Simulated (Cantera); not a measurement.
Feed: 1 mol MgO, 2.9 mol CH4, 0.072 mol CO, at 17.0 Pa.

Cantera equilibrium calculation (NASA polynomials, part measured and part estimated; ideal gas, pure solids and liquids). Candidate condensed phases: C, C6H6, C7H8, C8H18, H2O, Mg, MgCO3, MgO, Mg(OH)2; 116 gas species. The numbers say what is thermodynamically allowed, not how fast it happens.

Q: What share of the Mg ends up in condensed phases as a function of T (K), at 950, 1025, 1100, 1175, 1250, 1325, 1400, 1475?

A: 
```json
[
 {"T (K)": "950", "Mg condensed (%)": "100.0", "as": "MgO(s)"},
 {"T (K)": "1025", "Mg condensed (%)": "100.0", "as": "MgO(s)"},
 {"T (K)": "1100", "Mg condensed (%)": "100.0", "as": "MgO(s)"},
 {"T (K)": "1175", "Mg condensed (%)": "99.1", "as": "MgO(s)"},
 {"T (K)": "1250", "Mg condensed (%)": "84.3", "as": "MgO(s)"},
 {"T (K)": "1325", "Mg condensed (%)": "0.0", "as": "-"},
 {"T (K)": "1400", "Mg condensed (%)": "0.0", "as": "-"},
 {"T (K)": "1475", "Mg condensed (%)": "0.0", "as": "-"}
]
```
